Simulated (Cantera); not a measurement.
A closed system holds: 1 mol SiHCl3, 0.025 mol Cl2, 6.4 mol N2, held at 1700 K and 10.0 Torr.

Cantera equilibrium calculation (NASA polynomials, part measured and part estimated; ideal gas, pure solids and liquids). Candidate condensed phases: NH4Cl, Si, Si3N4; 28 gas species. The tables' values for SiCl3, SiCl are old estimates; treat these amounts as uncertain. The numbers say what is thermodynamically allowed, not how fast it happens.

Base state: N2 0.766, HCl 0.106, SiCl2 0.104, SiCl3 0.0125, H2 0.00677, SiCl4 0.00294, Cl 0.00128, H 0.000105 (mole fractions); condensed: gas only.

What changes in the equilibrium state with this change: SiHCl3 replaced by Si2H6?


| species | before | after |
|---|---|---|
| N2 | 0.766 | 0.626 |
| H2 | 0.00677 | 0.367 |
| HCl | 0.106 | 0.00594 |
| SiCl2 | 0.104 | 0.000112 |
| SiCl3 | 0.0125 | 1.02e-7 |
| SiCl4 | 0.00294 | <1e-9 |
| SiHCl3 | 3.64e-5 | 2.20e-9 |
| Cl | 0.00128 | 9.72e-6 |
| Si3N4(s), mol | 0 | 0.666 |
The feed counts by its element totals alone.
